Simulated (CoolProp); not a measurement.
Model: reference Helmholtz-energy equation of state, Thol 2016, in CoolProp.

**Question.** For hexamethyldisiloxane (MM), give the phase and the Z, cp (kJ/(kg K)), cv (kJ/(kg K)), speed of sound (m/s) at 532.5 K and 2.69 MPa.

**Answer.** 
- 532.5 K and 2.69 MPa: supercritical; Z 0.268, cp 3.65, cv 2.16, speed of sound 108
